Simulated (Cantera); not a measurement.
## Thermodynamics of sublimation and decomposition of ceramics, feed SiC + Si + H2

A closed system holds: 1 mol SiC, 0.06 mol Si, 0.021 mol H2, held at 1 atm.

Method: chemical equilibrium by Gibbs-energy minimisation in Cantera with the NASA 1993 tables (ideal gas, pure condensed phases). Candidate condensed phases: C, C6H6, C7H8, C8H18, Si, SiC; 87 gas species. Mutual solubility and eutectic melting of coexisting phases are not modelled. Gases not in the tables: Si2H6 and higher silanes. Rates play no part.

At 1400 °C the condensed part is Si(s) + SiC(s). From 1500 °C to 2200 °C the condensed part is Si(l) + SiC(s). The main Si-bearing gas is SiH2 at 1400 °C and Si at 2200 °C.

```csv
T (°C),x H2,x H,x Si,x SiH,x SiH2,x Si2C,x C2H2 (acetylene),x Si2,n Si(s),n SiC(s),n Si(l)
1400,1.000,0.000113,4.12e-7,7.02e-7,1.10e-5,2.11e-9,1.02e-8,1.59e-9,0.0600,1.00,0
1500,1.000,0.000283,2.10e-6,2.61e-6,2.47e-5,1.93e-8,6.32e-8,1.17e-8,0,1.00,0.0600
1600,0.999,0.000641,8.70e-6,8.16e-6,4.90e-5,1.34e-7,3.44e-7,6.50e-8,0,1.00,0.0600
1700,0.998,0.00134,3.11e-5,2.27e-5,9.07e-5,7.60e-7,1.57e-6,3.02e-7,0,1.000,0.0600
1800,0.997,0.00261,9.84e-5,5.69e-5,0.000158,3.63e-6,6.18e-6,1.21e-6,0,1.000,0.0600
1900,0.994,0.00478,0.000279,0.000131,0.000261,1.49e-5,2.14e-5,4.24e-6,0,1.000,0.0600
2000,0.990,0.00830,0.000722,0.000279,0.000411,5.39e-5,6.61e-5,1.33e-5,0,1.000,0.0600
2100,0.983,0.0138,0.00172,0.000556,0.000620,0.000174,0.000185,3.76e-5,0,1.000,0.0599
2200,0.971,0.0218,0.00382,0.00104,0.000900,0.000509,0.000473,9.79e-5,0,1.000,0.0599
```
x: gas mole fraction; n: condensed amount in mol.
